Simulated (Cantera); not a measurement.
# Thermodynamics of carbon deposition, reforming and gasification, feed C₃H₆ + O₂ + H₂

Charge: 1 mol C₃H₆, 0.02 mol O₂, 79 mol H₂, at 3.70 mbar.

Method: chemical equilibrium by Gibbs-energy minimisation in Cantera with the NASA 1993 tables (ideal gas, pure condensed phases). Candidate condensed phases: C, C₆H₆, C₇H₈, C₈H₁₈, H₂O; 110 gas species. Equilibrium is a limit: real reactors are often held back by kinetics, nucleation or transport.

| T (°C) | x H₂ | x H | x C₂H₂ (acetylene) | x C | x C₃ | x C₂H | x C₂ | n C(graphite) |
|---|---|---|---|---|---|---|---|---|
| 1727 | 0.972 | 0.0264 | 0.000747 | 8.23e-9 | 7.49e-9 | 3.79e-7 | 6.34e-10 | 2.84 |
| 1827 | 0.948 | 0.0499 | 0.00137 | 6.40e-8 | 7.80e-8 | 1.86e-6 | 6.70e-9 | 2.73 |
| 1927 | 0.909 | 0.0883 | 0.00233 | 4.13e-7 | 6.53e-7 | 7.84e-6 | 5.70e-8 | 2.56 |
| 2027 | 0.849 | 0.147 | 0.00367 | 2.26e-6 | 4.52e-6 | 2.86e-5 | 4.01e-7 | 2.30 |
| 2127 | 0.765 | 0.229 | 0.00534 | 1.07e-5 | 2.65e-5 | 9.18e-5 | 2.40e-6 | 1.94 |
| 2227 | 0.657 | 0.335 | 0.00711 | 4.50e-5 | 0.000134 | 0.000260 | 1.24e-5 | 1.45 |
| 2327 | 0.530 | 0.459 | 0.00860 | 0.000169 | 0.000599 | 0.000656 | 5.62e-5 | 0.735 |
| 2427 | 0.398 | 0.589 | 0.00797 | 0.000528 | 0.00186 | 0.00125 | 0.000193 | 0 |
| 2527 | 0.279 | 0.710 | 0.00455 | 0.00124 | 0.00292 | 0.00146 | 0.000407 | 0 |
| 2627 | 0.182 | 0.807 | 0.00208 | 0.00254 | 0.00343 | 0.00136 | 0.000688 | 0 |
| 2727 | 0.114 | 0.875 | 0.000799 | 0.00460 | 0.00320 | 0.00106 | 0.000967 | 0 |
x: gas mole fraction; n: condensed amount in mol.

From 1727 °C to 2327 °C the condensed part is C(graphite). From 2427 °C to 2727 °C nothing is condensed. The main C-bearing gas is C₂H₂ (acetylene) at 1727 °C and C₃ at 2727 °C.
